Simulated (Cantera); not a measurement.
Reactions in the system C-Cl-Ti

Standard-state values (1 bar) from the NASA 1993 polynomials, evaluated with Cantera. Values are per mole of reaction as written; species without (g) are pure solids or liquids, kept so even where they would boil at 1 bar. TiC: taken at fixed stoichiometry.

TiC + 7 Cl(g) ⇌ TiCl3(g) + CCl4(g)

```tsv
T (K)	ΔH° (kJ)	ΔS° (J/K)	ΔG° (kJ)	log10 K
1548	-1324.6	-589.8	-411.7	13.89
1698	-1326.8	-591.1	-323.1	9.94
1848	-1329.0	-592.3	-234.3	6.62
1998	-1331.3	-593.5	-145.4	3.80
2148	-1333.7	-594.7	-56.3	1.37
2298	-1336.3	-595.9	33.0	-0.75
```
